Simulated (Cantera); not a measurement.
**Premixed flame**

A freely propagating, adiabatic, planar premixed flame of 16.6 % H₂, 15.3 % O₂, 57.7 % N₂, 10.4 % H₂O, unburnt at 675 K and 6.70 bar; mixture-averaged transport, grid criteria slope 0.08 and curve 0.16, no radiation.

Model: the H2/O2 subset of GRI-Mech 3.0, which has no nitrogen chemistry, integrated in Cantera. The hydrogen kinetics of GRI-Mech 3.0 are dated; newer H2 mechanisms differ, most at raised pressure. Burning velocities carry a grid error of a few per cent, more on coarse grids. Lean hydrogen flames are cellular in practice and burn faster than this planar one.

```tsv
z (mm)	T (K)	u (m/s)	x H₂	x O₂	x H₂O	x H₂O₂	x H	x OH
-0.241	677	0.822	0.157	0.155	0.106	4.88e-7	<1e-8	<1e-8
-0.160	685	0.821	0.144	0.157	0.109	5.17e-6	<1e-8	<1e-8
-0.120	703	0.830	0.130	0.158	0.113	1.80e-5	<1e-8	<1e-8
-0.0802	764	0.884	0.105	0.159	0.126	7.46e-5	<1e-8	<1e-8
-0.0401	1002	1.13	0.0651	0.146	0.167	0.000288	5.26e-6	6.27e-6
-0.0200	1258	1.41	0.0407	0.128	0.206	0.000221	0.000162	0.000225
0	1520	1.70	0.0195	0.105	0.246	1.40e-5	0.000663	0.00141
0.0200	1675	1.88	0.00795	0.0901	0.269	4.29e-6	0.000685	0.00292
0.0401	1748	1.96	0.00348	0.0843	0.279	2.82e-6	0.000390	0.00334
0.0802	1798	2.02	0.00101	0.0817	0.285	1.49e-6	9.47e-5	0.00258
0.160	1817	2.04	0.000210	0.0813	0.287	6.10e-7	1.16e-5	0.00144
0.321	1822	2.04	4.99e-5	0.0814	0.288	2.83e-7	1.88e-6	0.000844
0.641	1823	2.04	2.79e-5	0.0814	0.288	2.15e-7	9.34e-7	0.000678
```
x: mole fraction of selected species; z is measured from the peak of heat release.

| Property | Value |
|---|---|
| laminar burning velocity | 82.7 cm/s |
| thermal thickness | 0.0802 mm |
| peak x(H₂O₂) | 0.000316 |
| peak x(H) | 0.000759 |
| peak x(OH) | 0.00334 |
| grid points | 108 |
